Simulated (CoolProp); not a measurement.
Octamethylcyclotetrasiloxane (D4) at several states: Z from the reference equation and from simpler models built on Tc = 586.5 K, pc = 1.347 MPa, ω = 0.598; each cubic takes its own stable root.

The numbers come from the reference Helmholtz-energy equation of state, Thol 2015 in CoolProp.

```
T (K)  p (MPa)   phase  reference
-----  -------  ------  ---------
419.3   0.0297     gas     0.9724
501      0.137     gas     0.9315
398.2     2.11  liquid     0.2254
350.8    0.506  liquid    0.05776
```

How far does each simpler model (Redlich-Kwong, Soave-Redlich-Kwong) lie from the reference over these 4 states: mean and median of the absolute difference, and the worst?


- Redlich-Kwong: mean 9.7 %, median 9.5 %, worst +19.1 % at 350.8 K and 0.506 MPa
- Soave-Redlich-Kwong: mean 5.4 %, median 5.0 %, worst +11.2 % at 350.8 K and 0.506 MPa
